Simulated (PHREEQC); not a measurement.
Model water analysis in mg/kgw, 60 °C, pH 6.18, pe 11.3:

| constituent | mg/kgw |
|---|---|
| Na | 0.0135 |
| K | 0.0241 |
| Ca | 0.018 |
| Mg | 0.000239 |
| Cl | 0.0111 |
| S(6) as SO4 | 0.0358 |
| Alkalinity as HCO3 | 0.068 |
| Li | 2.63e-06 |
| Cu(2) | 0.00117 |
| Ni | 5.85e-05 |

Valence states are taken as typed.

The numbers come from PHREEQC with the ion-association model, wateq4f.dat.

Each row changes one thing in this solution. This is a speciation only: nothing precipitates in the calculation.

| case | ionic strength (mol/kgw) | CO2 (mol/kgw) | HCO3- (mol/kgw) | Cu+2 (mol/kgw) | Cu(OH)2 (mol/kgw) | CuOH+ (mol/kgw) | SI of Tenorite (CuO) | SI of Cu(OH)2 (Cu(OH)2) |
|---|---|---|---|---|---|---|---|---|
| as made | 3.68e-6 | 2.10e-6 | 1.63e-6 | 1.73e-8 | 8.20e-10 | 2.60e-10 | -1.85 | -2.87 |
| temperature from 60 to 20 °C at the same typed pH | 3.68e-6 | 2.80e-6 | 1.76e-6 | 1.73e-8 | 8.21e-10 | 2.60e-10 | -3.22 | -4.24 |
| pH from 6.18 to 5.88 at the same alkalinity | 4.34e-6 | 6.07e-6 | 2.36e-6 | 1.80e-8 | 2.15e-10 | 1.36e-10 | -2.44 | -3.45 |
| Ca from 0.018 to 0.036 mg/kgw | 4.58e-6 | 2.10e-6 | 1.63e-6 | 1.73e-8 | 8.19e-10 | 2.60e-10 | -1.85 | -2.87 |
| pH from 6.18 to 6.48 at the same alkalinity | 3.34e-6 | 7.47e-7 | 1.16e-6 | 1.51e-8 | 2.85e-9 | 4.52e-10 | -1.31 | -2.33 |
| all concentrations times 2 at the same typed pH | 6.69e-6 | 3.53e-6 | 2.75e-6 | 3.46e-8 | 1.63e-9 | 5.18e-10 | -1.55 | -2.57 |

Complexes and solids missing from the database can't appear. Constants without temperature data keep their 25 °C values here. The database's constant for dissolved Cu(OH)2 is higher than later reviews accept.
